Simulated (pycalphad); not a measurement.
An equivalent pycalphad script:

```python
from pycalphad import Database, equilibrium, calculate, variables as v
import numpy as np
db = Database('COST507.tdb')
comps = ['SI', 'AL', 'VA']
phases = ['DIAMOND_A4', 'FCC_A1', 'LIQUID']
eq = equilibrium(db, comps, phases, {v.X('AL'): 0.0104, v.T: np.arange(1850, 499, -75), v.P: 101325, v.N: 1}, output=['HM', 'SM'])
```

Computed with pycalphad from the COST 507 light-alloy database (1999), at 1 atm. The database dates from 1999; later assessments differ in places, in temperatures and in the compounds included. Amounts are mole fractions of atoms.

Results at three of the temperatures:

```
T = 1700.00 K, P = 101325 Pa, N = 1 mol of atoms
G = -70648 J/mol, H = 86197 J/mol, S = 92.26 J/(mol K)  (SER reference)
chemical potentials (J/mol): Si -69550, Al -175145
phase             fraction      x(Si)      x(Al)
LIQUID              1.0000     0.9896     0.0104
```

```
T = 1100.00 K, P = 101325 Pa, N = 1 mol of atoms
G = -35444 J/mol, H = 19934 J/mol, S = 50.34 J/(mol K)  (SER reference)
chemical potentials (J/mol): Si -35242, Al -54579
phase             fraction      x(Si)      x(Al)
DIAMOND_A4          0.9852     1.0000   1.74e-05
LIQUID              0.0148     0.2961     0.7039
```

```
T = 800.00 K, P = 101325 Pa, N = 1 mol of atoms
G = -21567 J/mol, H = 11799 J/mol, S = 41.71 J/(mol K)  (SER reference)
chemical potentials (J/mol): Si -21475, Al -30239
phase             fraction      x(Si)      x(Al)
DIAMOND_A4          0.9895     1.0000    3.3e-07
FCC_A1              0.0105     0.0098     0.9902
```

Changes of the phase set, refined by bisection:

```
T (K)            phases above           phases below
------  ---------------------  ---------------------
1682.1                 liquid  diamond (Si) + liquid
850.1   diamond (Si) + liquid     diamond (Si) + fcc
```

FCC_A1 is fcc; DIAMOND_A4 is diamond (Si).
